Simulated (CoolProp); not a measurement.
Vapour pressure (kPa) of neopentane: the reference equation beside estimates from Tc = 160.6 °C, pc = 3196 kPa, ω = 0.196.

The numbers come from the reference Helmholtz-energy equation of state, Lemmon 2006 in CoolProp. It is a short technical equation, of lower accuracy than the large ones.

```json
[
 {"T (°C)": "64.85", "reference": "519.1", "Lee-Kesler": "520.1", "van der Waals": "1084", "Soave-Redlich-Kwong": "521.9", "Peng-Robinson": "516.2"},
 {"T (°C)": "72.45", "reference": "621.3", "Lee-Kesler": "622.4", "van der Waals": "1203", "Soave-Redlich-Kwong": "625.6", "Peng-Robinson": "618.3"},
 {"T (°C)": "80.15", "reference": "739.3", "Lee-Kesler": "740.4", "van der Waals": "1331", "Soave-Redlich-Kwong": "745.4", "Peng-Robinson": "736.4"},
 {"T (°C)": "87.85", "reference": "872.9", "Lee-Kesler": "873.8", "van der Waals": "1468", "Soave-Redlich-Kwong": "881.3", "Peng-Robinson": "870.4"},
 {"T (°C)": "95.55", "reference": "1023", "Lee-Kesler": "1024", "van der Waals": "1613", "Soave-Redlich-Kwong": "1034", "Peng-Robinson": "1022"},
 {"T (°C)": "103.15", "reference": "1190", "Lee-Kesler": "1190", "van der Waals": "1765", "Soave-Redlich-Kwong": "1204", "Peng-Robinson": "1190"},
 {"T (°C)": "110.85", "reference": "1378", "Lee-Kesler": "1378", "van der Waals": "1927", "Soave-Redlich-Kwong": "1395", "Peng-Robinson": "1380"},
 {"T (°C)": "118.55", "reference": "1587", "Lee-Kesler": "1587", "van der Waals": "2098", "Soave-Redlich-Kwong": "1607", "Peng-Robinson": "1591"},
 {"T (°C)": "126.25", "reference": "1819", "Lee-Kesler": "1819", "van der Waals": "2279", "Soave-Redlich-Kwong": "1842", "Peng-Robinson": "1826"},
 {"T (°C)": "133.85", "reference": "2072", "Lee-Kesler": "2072", "van der Waals": "2466", "Soave-Redlich-Kwong": "2097", "Peng-Robinson": "2082"}
]
```

Absolute difference from the reference over all 10 rows, mean and median: Lee-Kesler 0.1 and 0.0 %, van der Waals 57.3 and 53.0 %, Soave-Redlich-Kwong 1.0 and 1.1 %, Peng-Robinson 0.3 and 0.3 %.
